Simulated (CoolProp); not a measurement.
The numbers come from the reference Helmholtz-energy equation of state, Thol 2021 in CoolProp.

Give the vapour pressure (MPa), liquid density (kg/m³), vapour density (kg/m³), enthalpy of vaporisation (kJ/kg) of saturated chlorine at 25.15, 34.85 °C.


| T (°C) | p (MPa) | liquid density (kg/m³) | vapour density (kg/m³) | enthalpy of vaporisation (kJ/kg) |
|---|---|---|---|---|
| 25.15 | 0.779 | 1390 | 24.9 | 248 |
| 34.85 | 1.00 | 1360 | 31.9 | 240 |
